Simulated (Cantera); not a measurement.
A closed system holds: 1 mol AlN, 300 mol H2, a varied amount of O2, at 877 °C and 5.40e-5 bar.

Cantera equilibrium calculation (NASA polynomials, part measured and part estimated; ideal gas, pure solids and liquids). Candidate condensed phases: Al, AlN, Al2O3, H2O; 35 gas species. Mutual solubility and eutectic melting of coexisting phases are not modelled. The numbers say what is thermodynamically allowed, not how fast it happens.

**Question.** At 0.7 mol O2, list the 3 most abundant gas species with their mole fractions, and the condensed phases.

**Answer.** H2 0.998, N2 0.00155, H 1.01e-5. Condensed: AlN(s) + Al2O3(s).
